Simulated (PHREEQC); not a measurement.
Solution A (0.068 mol NaNO3 per kg of water) is mixed with solution B (2 mmol/kgw HCl, 14 mmol/kgw CuSO4 and 3.3 mmol/kgw Fe2(SO4)3) at 83 °C; shares are by mass of water, 1 kg in all. O2 is buffered at 0.21 atm. No CO2 enters from the air. Only these solids could form: Fe(OH)3(a), Cu(OH)2, Brochantite, Antlerite, Atacamite, Cu2(OH)3NO3, Jarosite-Na, Halite, Mirabilite, Chalcanthite.

All values are PHREEQC results (ion-association model, wateq4f.dat), not measurements.

### Question
Predict Jarosite-Na (mol), Na in solution (mol/kgw), S in solution (mol/kgw), Cu+2 (mol/kgw) at share of solution B = 0.4, 0.5.

### Answer
| share of solution B | Jarosite-Na (mol) | Na in solution (mol/kgw) | S in solution (mol/kgw) | Cu+2 (mol/kgw) |
|---|---|---|---|---|
| 0.4 | 0.000799 | 0.0400 | 0.00796 | 0.00467 |
| 0.5 | 0.00100 | 0.0330 | 0.00995 | 0.00565 |

Away from 25 °C the constants follow the database's enthalpies or fits; those with neither stay at their 25 °C values.
